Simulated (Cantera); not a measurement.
A closed system holds: 1 mol SiC, 2.6 mol H₂O, 440 mol H₂, held at 383 Torr.

Method: chemical equilibrium by Gibbs-energy minimisation in Cantera with the NASA 1993 tables (ideal gas, pure condensed phases). Candidate condensed phases: C, C₆H₆, C₇H₈, C₈H₁₈, H₂O, Si, SiC, SiO₂; 123 gas species. Mutual solubility and eutectic melting of coexisting phases are not modelled. The tables hold silica as quartz up to 1696 K and as liquid above; real silica turns to tridymite and cristobalite and melts near 1996 K. Equilibrium is a limit: real reactors are often held back by kinetics, nucleation or transport.

**Question.** At 1500 K, list the 6 most abundant gas species with their mole fractions, and the condensed phases.

**Answer.** H₂ 0.998, CO 0.00192, SiO 0.000247, CH₄ 0.000161, H 2.46e-5, H₂O 1.36e-5. Condensed: SiC(s) + SiO₂(β-quartz).
